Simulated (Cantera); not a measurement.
An isothermal, constant-pressure homogeneous reactor starts with 34.5 % C2H4, 65.5 % H2, at 1875 K and 0.0230 bar.

Computed with Cantera and GRI-Mech 3.0 (53 species, 325 reactions). GRI-Mech 3.0 was tuned for natural gas; its chemistry of ethylene as a main component is partial and can be far from experiment. GRI-Mech 3.0 stops at C3 and has no aromatics, soot or wall deposition, so with more carbon than oxygen in the feed, carbon stays in small species such as C2H2 where larger ones or solid carbon would form. Radical loss at walls, strong at low pressure, is not modelled.

One state of this run: x C2H4 = 6.15e-5; x H2 = 0.740; x C2H2 = 0.256; x CH2 = 1.53e-7; x CH3 = 2.54e-5; x CH4 = 0.000250; x H = 0.00375. x: mole fraction; the columns are a selection and need not sum to one.

**Question.** Which value of t (s) does it belong to?
A. 0.278
B. 0.00129
C. 60.0
D. 6.00e-6

**Answer.** C, 60.0
